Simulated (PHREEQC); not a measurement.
Make-up at 20 °C: 15 mmol/kgw HF, 0.63 mmol/kgw KF and 0.093 mmol/kgw H2SO4. It is in equilibrium with CO2 at log p = -3.4 (atm). Otherwise closed; pH follows from the charge balance.

Computed with PHREEQC (ion-association model, phreeqc.dat).

Precipitation was switched off in this run.

Problem. Estimate the pH, ionic strength.

Solution. pH 2.55; ionic strength 0.00371 mol/kgw.

Problem. In which forms is S present?

Solution. SO4-2 83 %, HSO4- 17 % of the S.
